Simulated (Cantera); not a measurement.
Input (Python, Cantera):

```python
import numpy as np
import cantera as ct

gas = ct.Solution("gri30.yaml")
gas.TPX = 1025, 101325, {'CH4': 1, 'O2': 1.43, 'N2': 5.37}
reactor = ct.IdealGasReactor(gas, energy="on", clone=False)
net = ct.ReactorNet([reactor])
net.rtol, net.atol = 1e-08, 1e-16
show = ['CH4', 'O2', 'CO', 'N2O', 'H2O', 'NO', 'HO2']
times = np.geomspace(3e-06, 9, 15)

steps = ct.SolutionArray(gas, extra=["t"])
rows = []
print(f"{'t/s':>10s}{'T/K':>9s}{'P/Pa':>11s}" + "".join(f"{s:>11s}" for s in show))
for t in times:
    while net.time < t:
        t_next = net.step()
        steps.append(gas.state, t=t_next)
    rows.append([np.interp(t, steps.t, y) for y in (steps.T, steps.P, *steps(*show).X.T)])
    print(f"{t:10.3e}{rows[-1][0]:9.1f}{rows[-1][1]:11.4g}" + "".join(f"{x:11.3e}" for x in rows[-1][2:]))
rate = np.gradient(steps.T, steps.t)
print("integrator steps:", len(steps.t))
if steps.T.max() > steps.T[0] + 200:
    print(f"time of steepest temperature rise: {steps.t[rate.argmax()]:.4e} s")
gas.TPX = 1025, 101325, {'CH4': 1, 'O2': 1.43, 'N2': 5.37}
gas.equilibrate("UV")
print(f"equilibrium (UV): T = {gas.T:.1f} K  " + "  ".join(f"{s} {gas[s].X[0]:.3e}" for s in show))
```

Output:

```
       t/s      T/K       P/Pa        CH4         O2         CO        N2O        H2O         NO        HO2
 3.000e-06   1025.0  1.013e+05  1.282e-01  1.833e-01  1.694e-20  1.258e-19  2.473e-14  5.292e-28  6.705e-11
 8.705e-06   1025.0  1.013e+05  1.282e-01  1.833e-01  4.231e-19  5.369e-19  2.370e-13  5.812e-27  1.945e-10
 2.526e-05   1025.0  1.013e+05  1.282e-01  1.833e-01  1.023e-17  2.981e-18  1.971e-12  4.430e-26  5.638e-10
 7.330e-05   1025.0  1.013e+05  1.282e-01  1.833e-01  2.588e-16  2.077e-17  1.660e-11  3.422e-25  1.631e-09
 2.127e-04   1025.0  1.013e+05  1.282e-01  1.833e-01  6.274e-15  1.600e-16  1.408e-10  2.772e-24  4.695e-09
 6.171e-04   1025.0  1.013e+05  1.282e-01  1.833e-01  1.575e-13  1.286e-15  1.251e-09  2.374e-23  1.330e-08
 1.791e-03   1025.0  1.013e+05  1.282e-01  1.833e-01  4.294e-12  1.027e-14  1.230e-08  2.219e-22  3.592e-08
 5.196e-03   1025.0  1.013e+05  1.282e-01  1.833e-01  1.433e-10  7.524e-14  1.445e-07  2.537e-21  8.282e-08
 1.508e-02   1025.0  1.013e+05  1.282e-01  1.833e-01  6.899e-09  4.106e-13  1.752e-06  3.587e-20  1.100e-07
 4.375e-02   1025.1  1.013e+05  1.282e-01  1.833e-01  1.733e-07  1.567e-12  1.009e-05  2.375e-19  1.344e-07
 1.270e-01   1025.4  1.014e+05  1.281e-01  1.833e-01  2.452e-06  6.838e-12  4.388e-05  1.227e-18  2.480e-07
 3.684e-01   1027.3  1.016e+05  1.279e-01  1.831e-01  4.419e-05  4.633e-11  2.788e-04  1.494e-17  7.821e-07
 1.069e+00   2764.4  2.969e+05  9.073e-13  1.099e-03  8.220e-02  1.965e-07  1.701e-01  2.275e-03  8.868e-07
 3.102e+00   2764.4  2.969e+05  9.073e-13  1.099e-03  8.220e-02  1.965e-07  1.701e-01  2.275e-03  8.868e-07
 9.000e+00   2764.4  2.969e+05  9.073e-13  1.099e-03  8.220e-02  1.965e-07  1.701e-01  2.275e-03  8.868e-07
integrator steps: 2718
time of steepest temperature rise: 8.2009e-01 s
equilibrium (UV): T = 2764.4 K  CH4 1.064e-12  O2 1.099e-03  CO 8.220e-02  N2O 1.965e-07  H2O 1.701e-01  NO 2.275e-03  HO2 8.868e-07
```

Model: GRI-Mech 3.0 (53 species, 325 reactions), integrated in Cantera.
